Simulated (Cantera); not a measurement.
A closed system holds: 1 mol HI, 0.06 mol H2O, 0.32 mol H2, at 100 Torr.

Method: chemical equilibrium by Gibbs-energy minimisation in Cantera with the NASA 1993 tables (ideal gas, pure condensed phases). Candidate condensed phases: H2O, I2; 25 gas species. Ions and electrons are included (thermal ionisation). Rates play no part. All values below are at 3727 °C.

Base state: H 0.598, I 0.361, O 0.0205, H2 0.0187, OH 0.00114, HI 0.000784, H2O 6.13e-5, O2 2.52e-5 (mole fractions); condensed: gas only.

Task: What changes in the equilibrium state with this change: H2O from 0.06 to 1.4 mol?

Result: 
```tsv
species	before	after
H	0.598	0.619
O	0.0205	0.195
I	0.361	0.151
OH	0.00114	0.0113
H2	0.0187	0.0201
O2	2.52e-5	0.00230
H2O	6.13e-5	0.000628
HI	0.000784	0.000340
```
